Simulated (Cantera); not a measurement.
Mixture: CH₄ : H₂ : O₂ : N₂ = 1 : 0.045 : 1.35 : 9.3 (molar parts), equivalence ratio 1.5, at 93000 Pa, adiabatic and at constant pressure. Ignition delay is the time to a rise of 400 K.

Computed with Cantera and GRI-Mech 3.0 (53 species, 325 reactions).

**Question.** What does this change do: CH4 1 to 0.64 parts?

**Answer.** 
```
quantity                                                before       after
--------------------------------------------------  ----------  ----------
delay at 1098 K                                        0.254 s     0.145 s
delay at 1198 K                                        69.6 ms     42.3 ms
delay at 1298 K                                        19.9 ms     12.7 ms
delay at 1398 K                                        6.06 ms     4.11 ms
delay at 1498 K                                        2.04 ms     1.49 ms
delay at 1598 K                                       0.786 ms    0.623 ms
apparent activation energy between 1398 and 1598 K  190 kJ/mol  180 kJ/mol
```

**Question.** What does this change do: 0.57 parts CO2 added?

**Answer.** 
| quantity | before | after |
|---|---|---|
| delay at 1098 K | 0.254 s | 0.273 s |
| delay at 1198 K | 69.6 ms | 75.9 ms |
| delay at 1298 K | 19.9 ms | 21.8 ms |
| delay at 1398 K | 6.06 ms | 6.63 ms |
| delay at 1498 K | 2.04 ms | 2.22 ms |
| delay at 1598 K | 0.786 ms | 0.847 ms |
| apparent activation energy between 1398 and 1598 K | 190 kJ/mol | 190 kJ/mol |

**Question.** What does this change do: H2 0.045 to 0.075 parts?

**Answer.** 
```
quantity                                                before       after
--------------------------------------------------  ----------  ----------
delay at 1098 K                                        0.254 s     0.175 s
delay at 1198 K                                        69.6 ms     52.5 ms
delay at 1298 K                                        19.9 ms     15.9 ms
delay at 1398 K                                        6.06 ms     5.09 ms
delay at 1498 K                                        2.04 ms     1.79 ms
delay at 1598 K                                       0.786 ms    0.714 ms
apparent activation energy between 1398 and 1598 K  190 kJ/mol  180 kJ/mol
```
